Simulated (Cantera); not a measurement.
A closed system holds: 1 mol CaF2, 20 mol H2O, 1.6 mol N2, equilibrated at 1200 °C and 100000 Pa.

These are equilibrium values from Cantera (NASA tables, ideal gas, pure condensed phases), not measurements of a reactor. Candidate condensed phases: Ca, CaF2, CaO, Ca(OH)2, H2O; 47 gas species. Mutual solubility and eutectic melting of coexisting phases are not modelled. Rates play no part.

What is the equilibrium state?


```
Item                                  Value
--------------------------------  ---------
x(H2O)                                0.914
x(N2)                                0.0736
x(HF)                                0.0121
x(H2)                              0.000148
x(O2)                               6.51e-5
x(OH)                               2.47e-5
x(NO)                               5.76e-6
x(CaF2)                             1.21e-6
n(CaF2(s))                        0.868 mol
n(CaO(s))                         0.132 mol
gas amount                        21.73 mol
log10 activity of Ca(l) (absent)     -14.87
```
